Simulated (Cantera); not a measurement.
An isothermal, constant-pressure homogeneous reactor starts with 27.0 % H₂, 73.0 % O₂, at 1400 K and 0.00730 bar.

Model: the H2/O2 subset of GRI-Mech 3.0, which has no nitrogen chemistry, integrated in Cantera. Radical loss at walls, strong at low pressure, is not modelled. The temperature is held fixed by assumption; the heat of reaction is taken as removed at once.

x: mole fraction; the columns are a selection and need not sum to one.

| t (s) | x H₂ | x O₂ | x HO₂ | x OH | x H₂O | x O |
|---|---|---|---|---|---|---|
| 2.00e-5 | 0.270 | 0.730 | 5.05e-8 | 7.56e-9 | 3.25e-9 | 8.30e-9 |
| 4.92e-5 | 0.270 | 0.730 | 1.24e-7 | 3.56e-8 | 3.86e-8 | 4.23e-8 |
| 0.000121 | 0.270 | 0.730 | 3.05e-7 | 2.11e-7 | 4.98e-7 | 2.66e-7 |
| 0.000298 | 0.270 | 0.730 | 7.49e-7 | 4.61e-6 | 1.61e-5 | 5.92e-6 |
| 0.000734 | (withheld) | 0.714 | (withheld) | (withheld) | (withheld) | (withheld) |
| 0.00181 | 0.0171 | 0.571 | 3.29e-6 | 0.0211 | 0.198 | 0.102 |
| 0.00445 | 0.0166 | 0.576 | 3.35e-6 | 0.0209 | 0.203 | 0.0982 |
| 0.0110 | 0.0156 | 0.587 | 3.49e-6 | 0.0204 | 0.214 | 0.0888 |
| 0.0270 | 0.0128 | 0.611 | 3.75e-6 | 0.0189 | 0.238 | 0.0684 |
| 0.0664 | 0.00721 | 0.648 | 3.83e-6 | 0.0146 | 0.276 | 0.0353 |
| 0.163 | 0.00192 | 0.677 | 2.64e-6 | 0.00768 | 0.302 | 0.00893 |
| 0.402 | (withheld) | 0.685 | (withheld) | (withheld) | 0.310 | (withheld) |
| 0.990 | 5.75e-5 | 0.687 | 2.43e-7 | 0.00134 | 0.311 | 0.000264 |
| 2.44 | 1.38e-5 | 0.687 | 1.03e-7 | 0.000657 | 0.312 | 6.34e-5 |
| 6.00 | 4.32e-6 | 0.688 | 9.34e-8 | 0.000369 | 0.312 | 1.99e-5 |

Problem. Some entries are withheld; supply them.

Solution. 
- 0.000734, x H₂: 0.242
- 0.000734, x HO₂: 1.53e-6
- 0.000734, x OH: 0.00513
- 0.000734, x H₂O: 0.0193
- 0.000734, x O: 0.00690
- 0.402, x H₂: 0.000314
- 0.402, x HO₂: 8.98e-7
- 0.402, x OH: 0.00313
- 0.402, x O: 0.00145
